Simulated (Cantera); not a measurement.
A closed system holds: 1 mol MgSO4, 0.018 mol O2, 1.2 mol H2, held at 1752 °C and 10.0 mbar.

These are equilibrium values from Cantera (NASA tables, ideal gas, pure condensed phases), not measurements of a reactor. Candidate condensed phases: H2O, H2SO4, Mg, MgO, Mg(OH)2, MgS, MgSO4, S; 26 gas species. Equilibrium is a limit: real reactors are often held back by kinetics, nucleation or transport.

Base state: H2O 0.487, SO2 0.427, H2 0.0506, SO 0.0237, OH 0.00436, H 0.00433, O2 0.00112, S 0.000434 (mole fractions); condensed: MgO(s).

What changes in the equilibrium state with this change: pressure from 10.0 mbar to 1 atm?


```csv
species,before,after
H2O,0.487,0.509
SO2,0.427,0.430
H2,0.0506,0.0372
SO,0.0237,0.0168
Mg(OH)2,2.33e-5,2.44e-5
Mg,0.000225,1.56e-6
O,0.000271,3.79e-6
O2,0.00112,2.23e-5
H2S,3.24e-5,0.00120
S2O,1.18e-5,0.000424
"MgO(s), mol",0.999,1.000
```

What changes in the equilibrium state with this change: O2 from 0.018 to 6.7 mol?


```json
[
 {"species": "O2", "before": "0.00112", "after": "0.739"},
 {"species": "H2O", "before": "0.487", "after": "0.129"},
 {"species": "SO2", "before": "0.427", "after": "0.113"},
 {"species": "SO", "before": "0.0237", "after": "0.000243"},
 {"species": "H2", "before": "0.0506", "after": "0.000522"},
 {"species": "OH", "before": "0.00436", "after": "0.0114"},
 {"species": "Mg", "before": "0.000225", "after": "8.75e-6"},
 {"species": "S2", "before": "0.000135", "after": "<1e-9"},
 {"species": "H2S", "before": "3.24e-5", "after": "<1e-9"},
 {"species": "SH", "before": "0.000197", "after": "7.98e-9"},
 {"species": "S2O", "before": "1.18e-5", "after": "<1e-9"},
 {"species": "S", "before": "0.000434", "after": "1.73e-7"},
 {"species": "MgO(s), mol", "before": "0.999", "after": "1.000"}
]
```

What changes in the equilibrium state with this change: temperature from 1752 °C to 1675 °C?


| species | before | after |
|---|---|---|
| H2O | 0.487 | 0.491 |
| SO2 | 0.427 | 0.431 |
| H2 | 0.0506 | 0.0510 |
| SO | 0.0237 | 0.0213 |
| Mg | 0.000225 | 7.36e-5 |
| O | 0.000271 | 8.23e-5 |
| O2 | 0.00112 | 0.000344 |
| MgOH | 2.99e-5 | 1.13e-5 |
| S2 | 0.000135 | 0.000266 |
| MgO(s), mol | 0.999 | 1.000 |
